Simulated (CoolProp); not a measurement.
Vapour-liquid equilibrium of sulfur dioxide (1) + toluene (2) at 1.64 bar; x and y are mole fractions of (1).

The numbers come from the multi-fluid Helmholtz-energy mixture model, Gao 2016 and Lemmon 2006; pair parameters Bell 2016 in CoolProp.

```json
[
 {"x": "0.05", "bubble temperature, mixture model (°C)": "100.5", "bubble temperature, Raoult's law (°C)": "90.0", "y, mixture model": "0.551", "y, Raoult's law": "0.686"},
 {"x": "0.125", "bubble temperature, mixture model (°C)": "71.4", "bubble temperature, Raoult's law (°C)": "62.3", "y, mixture model": "0.840", "y, Raoult's law": "0.892"},
 {"x": "0.2", "bubble temperature, mixture model (°C)": "?", "bubble temperature, Raoult's law (°C)": "47.2", "y, mixture model": "?", "y, Raoult's law": "0.947"},
 {"x": "0.275", "bubble temperature, mixture model (°C)": "40.4", "bubble temperature, Raoult's law (°C)": "37.1", "y, mixture model": "0.963", "y, Raoult's law": "0.969"},
 {"x": "0.35", "bubble temperature, mixture model (°C)": "?", "bubble temperature, Raoult's law (°C)": "29.8", "y, mixture model": "0.979", "y, Raoult's law": "0.981"},
 {"x": "0.425", "bubble temperature, mixture model (°C)": "24.6", "bubble temperature, Raoult's law (°C)": "24.1", "y, mixture model": "0.987", "y, Raoult's law": "0.987"},
 {"x": "0.5", "bubble temperature, mixture model (°C)": "19.4", "bubble temperature, Raoult's law (°C)": "19.5", "y, mixture model": "0.991", "y, Raoult's law": "0.991"},
 {"x": "0.575", "bubble temperature, mixture model (°C)": "?", "bubble temperature, Raoult's law (°C)": "15.6", "y, mixture model": "0.994", "y, Raoult's law": "0.994"},
 {"x": "0.65", "bubble temperature, mixture model (°C)": "11.9", "bubble temperature, Raoult's law (°C)": "12.3", "y, mixture model": "0.996", "y, Raoult's law": "0.996"},
 {"x": "0.725", "bubble temperature, mixture model (°C)": "?", "bubble temperature, Raoult's law (°C)": "9.5", "y, mixture model": "0.997", "y, Raoult's law": "0.997"},
 {"x": "0.8", "bubble temperature, mixture model (°C)": "6.8", "bubble temperature, Raoult's law (°C)": "6.9", "y, mixture model": "0.998", "y, Raoult's law": "0.998"},
 {"x": "0.875", "bubble temperature, mixture model (°C)": "4.6", "bubble temperature, Raoult's law (°C)": "4.6", "y, mixture model": "0.999", "y, Raoult's law": "0.999"},
 {"x": "0.95", "bubble temperature, mixture model (°C)": "2.6", "bubble temperature, Raoult's law (°C)": "2.6", "y, mixture model": "1.000", "y, Raoult's law": "1.000"}
]
```

Task: Fill in the missing entries.

Result: 
- 0.2, bubble temperature, mixture model (°C): 52.9
- 0.2, y, mixture model: 0.929
- 0.35, bubble temperature, mixture model (°C): 31.3
- 0.575, bubble temperature, mixture model (°C): 15.3
- 0.725, bubble temperature, mixture model (°C): 9.2

The largest gap from Raoult's law is +10.5 K in bubble temperature, at x = 0.05. No azeotrope shows between x = 0.05 and 0.95.

The pair parameters rest on a limited set of measurements; away from them the model extrapolates. The gap from Raoult's law changes sign with composition, which may be real or a fault of the pair parameters; it wasn't checked against measurements.
